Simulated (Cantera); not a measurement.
Charge: 1 mol MgO, 1.7 mol SiCl₄, 0.15 mol O₂, equilibrated at 998 K and 0.00100 bar.

Equilibrium computed with Cantera from the NASA thermochemical tables; the gas is ideal and each condensed phase is pure. Condensed phases not in the tables: alloys, solid solutions and most ternary compounds. Equilibrium is a limit: real reactors are often held back by kinetics, nucleation or transport.

| species | before | after |
|---|---|---|
| Cl₂ | 0.179 | 0.730 |
| O₂ | <1e-9 | 0.260 |
| Cl | 0.00504 | 0.0102 |
| SiCl₄ | 0.635 | <1e-9 |
| MgCl₂ | 0.182 | 3.59e-5 |
| ClO | <1e-9 | 1.03e-5 |
| MgCl₂(l), mol | 0.699 | 0 |
| SiO₂(β-quartz), mol | 0.650 | 0.700 |
| MgSiO₃(s), mol | 0 | 1.000 |
Gas species are given as mole fractions.

Name the change that produced these shifts.
A. O₂ from 0.15 to 2.9 mol
B. temperature from 998 K to 673.15 K
C. temperature from 998 K to 848 K
D. temperature from 998 K to 1275 K

A, O₂ from 0.15 to 2.9 mol
